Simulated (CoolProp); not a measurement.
Values from CoolProp's reference Helmholtz-energy equation of state, de Reuck 1993.

**Question.** For methanol, give the phase and the speed of sound (m/s), viscosity (µPa s), conductivity (mW/(m K)) at 432.8 K and 0.101 MPa; 459.4 K and 0.101 MPa.

**Answer.** 
- 432.8 K and 0.101 MPa: gas; speed of sound 362, viscosity 14.1, conductivity 29.5
- 459.4 K and 0.101 MPa: gas; speed of sound 372, viscosity 15.0, conductivity 32.8

Viscosity comes from a separate model (Xiang 2006). Thermal conductivity comes from a separate model (Sykioti 2013).
